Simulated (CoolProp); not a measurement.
Computed with CoolProp (reference Helmholtz-energy equation of state, Thol 2015).

Problem. For 1,2-dichloroethane, give the phase and the density (kg/m³), cv (kJ/(kg K)), Joule-Thomson coefficient (K/MPa), isothermal compressibility (1/MPa) at 341.3 K and 4.13 bar.

Solution. 
- 341.3 K and 4.13 bar: liquid; density 1180, cv 0.921, Joule-Thomson coefficient -0.348, isothermal compressibility 0.00117
